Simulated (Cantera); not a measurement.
Gas mixture: 100 % NO, at 3.00 Torr, frozen composition.

Cantera's kinetic-theory transport with the Lennard-Jones parameters of GRI-Mech 3.0, ideal gas; thermal conductivity in the multicomponent form. The composition is frozen, though it would react at the higher temperatures.

D: mixture-averaged diffusion coefficient of that species in the mixture.

```
T (K)  ρ (kg/m³)  cp (J/kg/K)  μ (µPa s)  λ (mW/m/K)     Pr  D (cm²/s) CO₂  D (cm²/s) C₂H₂  D (cm²/s) H₂O
-----  ---------  -----------  ---------  ----------  -----  -------------  --------------  -------------
400      0.00361        998.6       23.1        32.5  0.711           66.1            69.9           99.0
500      0.00289         1016       27.0        38.7  0.709           98.2             104            151
600      0.00241         1041       30.6        45.0  0.708            135             142            210
700      0.00206         1067       34.0        51.2  0.708            176             185            278
800      0.00180         1092       37.1        57.3  0.708            221             232            352
900      0.00160         1114       40.1        63.1  0.707            270             284            433
1000     0.00144         1133       42.9        68.8  0.707              ?               ?              ?
1100     0.00131         1147       45.7        74.1  0.707            379             398            614
1200     0.00120         1159       48.4        79.3  0.707              ?               ?              ?
```

**Question.** Complete the blanks.

**Answer.** 
- 1000, D (cm²/s) CO₂: 323
- 1000, D (cm²/s) C₂H₂: 339
- 1000, D (cm²/s) H₂O: 521
- 1200, D (cm²/s) CO₂: 439
- 1200, D (cm²/s) C₂H₂: 460
- 1200, D (cm²/s) H₂O: 713
